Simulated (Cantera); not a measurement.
What does this Cantera script print?

```python
import numpy as np
import cantera as ct

gas_names = """
    Br Br2 H HBr H2 Si SiBr SiBr2 SiBr3 SiBr4 SiH SiHBr3 SiH2 SiH2Br2 SiH3 SiH3Br SiH4 Si2 Si3
""".split()
cond_names = """
    Br2(cr) Br2(L) Si(cr) Si(L)
""".split()


def load(file, names, dense=False):
    # The tables refer to 1 bar. Condensed volumes are neglected.
    table = {s.name: s for s in ct.Species.list_from_file(file)}
    out = []
    for n in names:
        d = dict(table[n].input_data)
        d["thermo"] = dict(d["thermo"], **{"reference-pressure": 1e5})
        if dense:
            d["equation-of-state"] = {"model": "constant-volume", "density": "1e6 g/cm^3"}
        out.append(ct.Species.from_dict(d))
    return out


gas = ct.Solution(thermo="ideal-gas", species=load("nasa_gas.yaml", gas_names))
cond = {s.name: ct.Solution(thermo="fixed-stoichiometry", species=[s], name=s.name)
        for s in load("nasa_condensed.yaml", cond_names, dense=True)}
atoms = {
    'Si': {'Si': 1},
    'HBr': {'H': 1, 'Br': 1},
    'H2': {'H': 2},
}
top_T = {}  # K; cautious upper limits of use, not melting points


def equilibrate(T, P, feed):
    n = {}
    for name, mol in feed.items():
        for a, k in atoms[name].items():
            n[a] = n.get(a, 0.0) + k * mol
    gas.TPX = T, P, n
    mass = sum(n.values()) * gas.mean_molecular_weight
    gas.equilibrate("TP")
    valid = [c for c in cond.values() if c.min_temp <= T <= top_T.get(c.name, c.max_temp)]
    mix = ct.Mixture([(gas, mass / gas.mean_molecular_weight)] + [(c, 0.0) for c in valid])
    mix.T, mix.P = T, P
    mix.equilibrate("TP", solver="vcs", rtol=1e-11, max_steps=5000)
    return mix


results = []
feed = {'Si': 1, 'HBr': 14, 'H2': 99}  # mol
T = 675  # K
P = 300  # Pa
mix = equilibrate(T, P, feed)
results.append((T, P, feed, dict(zip(mix.species_names, mix.species_moles))))
print(gas.report(threshold=1e-05))
for i in range(1, mix.n_phases):
    print(f"{mix.phase(i).name:16s} {mix.phase_moles(i):12.5e} mol")
```

It prints:

```
       temperature   675 K
          pressure   300 Pa
           density   0.0006493 kg/m^3
  mean mol. weight   12.147 kg/kmol
   phase of matter   gas

                          1 kg             1 kmol
                     ---------------   ---------------
          enthalpy        3.5494e+05        4.3113e+06  J
   internal energy        -1.071e+05       -1.3009e+06  J
           entropy             17669        2.1462e+05  J/K
    Gibbs function       -1.1571e+07       -1.4056e+08  J
 heat capacity c_p            2475.6             30071  J/K
 heat capacity c_v            1791.1             21756  J/K

                      mass frac. Y      mole frac. X     chem. pot. / RT
                     ---------------   ---------------   ---------------
               HBr           0.59479          0.089292           -39.528
                H2           0.14967           0.90178           -22.538
             SiBr4            0.2554         0.0089224           -133.33
     [  +16 minor]         0.0001375        6.2149e-06

Br2(L)            0.00000e+00 mol
Si(cr)            0.00000e+00 mol
```

These are equilibrium values from Cantera (NASA tables, ideal gas, pure condensed phases), not measurements of a reactor.
